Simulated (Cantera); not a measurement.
# Calcination and drying: CsOH + H2O + H2

Feed: 1 mol CsOH, 3.7 mol H2O, a varied amount of H2, at 1002 °C and 0.188 Torr.

Equilibrium computed with Cantera from the NASA thermochemical tables; the gas is ideal and each condensed phase is pure. Candidate condensed phases: Cs, CsOH, H2O; 15 gas species. Kinetics and transport are ignored.

```csv
n(H2) (mol),x H2O,x H2,x CsOH,x Cs,x H
0.043,0.787,0.00335,0.198,0.0113,2.70e-6
0.066,0.786,0.00620,0.193,0.0151,3.67e-6
0.1,0.783,0.0109,0.187,0.0194,4.87e-6
0.16,0.777,0.0199,0.178,0.0252,6.58e-6
0.25,0.767,0.0340,0.167,0.0314,8.60e-6
0.39,0.751,0.0562,0.155,0.0380,1.10e-5
0.6,0.727,0.0884,0.140,0.0446,1.39e-5
0.93,0.691,0.136,0.122,0.0508,1.72e-5
1.5,0.636,0.207,0.101,0.0561,2.12e-5
2.3,0.572,0.290,0.0800,0.0586,2.51e-5
3.5,0.496,0.385,0.0600,0.0584,2.89e-5
```
x: gas mole fraction; nothing condenses.

From 0.043 mol H2 to 3.5 mol H2 nothing is condensed. The main Cs-bearing gas is CsOH throughout.
